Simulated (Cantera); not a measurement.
## Thermodynamics of metals in furnace atmospheres, feed Pb + CO₂ + N₂

Charge: 1 mol Pb, 0.17 mol CO₂, 1.4 mol N₂, held at 0.000140 bar.

Method: chemical equilibrium by Gibbs-energy minimisation in Cantera with the NASA 1993 tables (ideal gas, pure condensed phases). Candidate condensed phases: C, Pb, PbO, PbO₂, Pb₃O₄; 27 gas species. Rates play no part.

From 427 °C to 727 °C the condensed part is Pb(l). From 827 °C to 1427 °C nothing is condensed. The main Pb-bearing gas is Pb throughout.

```json
[
 {"T (°C)": "427", "x N₂": "0.892", "x Pb": "7.96e-6", "x CO₂": "0.108", "x CO": "4.18e-7", "x PbO": "1.18e-9", "x O₂": "<1e-12", "x NO": "<1e-12", "n Pb(l)": "1.000"},
 {"T (°C)": "527", "x N₂": "0.891", "x Pb": "0.000439", "x CO₂": "0.108", "x CO": "1.62e-6", "x PbO": "5.00e-7", "x O₂": "<1e-12", "x NO": "<1e-12", "n Pb(l)": "0.999"},
 {"T (°C)": "627", "x N₂": "0.883", "x Pb": "0.00978", "x CO₂": "0.107", "x CO": "1.57e-5", "x PbO": "1.57e-5", "x O₂": "<1e-12", "x NO": "1.70e-11", "n Pb(l)": "0.984"},
 {"T (°C)": "727", "x N₂": "0.788", "x Pb": "0.116", "x CO₂": "0.0956", "x CO": "0.000146", "x PbO": "0.000146", "x O₂": "1.13e-11", "x NO": "2.30e-10", "n Pb(l)": "0.794"},
 {"T (°C)": "827", "x N₂": "0.545", "x Pb": "0.389", "x CO₂": "0.0656", "x CO": "0.000522", "x PbO": "0.000522", "x O₂": "2.01e-10", "x NO": "2.19e-9", "n Pb(l)": "0"},
 {"T (°C)": "927", "x N₂": "0.545", "x Pb": "0.388", "x CO₂": "0.0651", "x CO": "0.00106", "x PbO": "0.00106", "x O₂": "8.23e-9", "x NO": "3.22e-8", "n Pb(l)": "0"},
 {"T (°C)": "1027", "x N₂": "0.545", "x Pb": "0.387", "x CO₂": "0.0642", "x CO": "0.00191", "x PbO": "0.00191", "x O₂": "1.89e-7", "x NO": "3.12e-7", "n Pb(l)": "0"},
 {"T (°C)": "1127", "x N₂": "0.545", "x Pb": "0.386", "x CO₂": "0.0630", "x CO": "0.00316", "x PbO": "0.00315", "x O₂": "2.74e-6", "x NO": "2.17e-6", "n Pb(l)": "0"},
 {"T (°C)": "1227", "x N₂": "0.545", "x Pb": "0.384", "x CO₂": "0.0613", "x CO": "0.00486", "x PbO": "0.00479", "x O₂": "2.72e-5", "x NO": "1.16e-5", "n Pb(l)": "0"},
 {"T (°C)": "1327", "x N₂": "0.545", "x Pb": "0.382", "x CO₂": "0.0590", "x CO": "0.00717", "x PbO": "0.00672", "x O₂": "0.000192", "x NO": "4.87e-5", "n Pb(l)": "0"},
 {"T (°C)": "1427", "x N₂": "0.544", "x Pb": "0.380", "x CO₂": "0.0555", "x CO": "0.0105", "x PbO": "0.00840", "x O₂": "0.000934", "x NO": "0.000161", "n Pb(l)": "0"}
]
```
x: gas mole fraction; n: condensed amount in mol.
